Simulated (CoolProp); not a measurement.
50 sccm (0 °C, 1 atm) of nitrogen bubbles through liquid octamethylcyclotetrasiloxane (D4) at 370.8 K and leaves saturated at a total pressure of 0.0211 MPa (ideal gas phase). Each further row changes one setting.

Computed with CoolProp (reference Helmholtz-energy equation of state, Thol 2015).

```json
[
 {"case": "as stated", "vapour pressure (kPa)": "7.93", "mole fraction of vapour": "?", "delivery (mg/min)": "398", "delivery (sccm)": "30.1", "change of delivery for a bath 1 K warmer (%)": "7.0"},
 {"case": "bath temperature 375.8 K", "vapour pressure (kPa)": "9.74", "mole fraction of vapour": "?", "delivery (mg/min)": "?", "delivery (sccm)": "42.9", "change of delivery for a bath 1 K warmer (%)": "7.9"},
 {"case": "total pressure 0.0422 MPa", "vapour pressure (kPa)": "7.93", "mole fraction of vapour": "0.188", "delivery (mg/min)": "153", "delivery (sccm)": "?", "change of delivery for a bath 1 K warmer (%)": "?"}
]
```

Question: Some entries are withheld; supply them.

Answer: 
- as stated, mole fraction of vapour: 0.376
- bath temperature 375.8 K, mole fraction of vapour: 0.462
- bath temperature 375.8 K, delivery (mg/min): 567
- total pressure 0.0422 MPa, delivery (sccm): 11.6
- total pressure 0.0422 MPa, change of delivery for a bath 1 K warmer (%): 5.3
